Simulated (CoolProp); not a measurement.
n-hexane along the isotherm 427.4 K: fugacity coefficient from the reference equation and from simpler models built on Tc = 507.8 K, pc = 3044 kPa, ω = 0.300; each cubic takes its own stable root.

The numbers come from the reference Helmholtz-energy equation of state, Thol 2019 in CoolProp.

| p (kPa) | phase | reference |
|---|---|---|
| 2170 | liquid | 0.3333 |
| 4350 | liquid | 0.1839 |
| 6520 | liquid | 0.1354 |
| 8700 | liquid | 0.1119 |
| 10900 | liquid | 0.09846 |
| 13000 | liquid | 0.09053 |
| 15200 | liquid | 0.08520 |
| 17400 | liquid | 0.08183 |
| 19600 | liquid | 0.07981 |
| 21700 | liquid | 0.07880 |
| 23900 | liquid | 0.07850 |
| 26100 | liquid | 0.07882 |
| 28300 | liquid | 0.07967 |
| 30400 | liquid | 0.08090 |

Task: How far does each simpler model (Soave-Redlich-Kwong, Peng-Robinson) lie from the reference over these 14 states: mean and median of the absolute difference, and the worst?

Result: 
- Soave-Redlich-Kwong: mean 10.2 %, median 10.5 %, worst +15.6 % at 427.4 K and 30400 kPa
- Peng-Robinson: mean 1.2 %, median 0.8 %, worst -3.1 % at 427.4 K and 30400 kPa
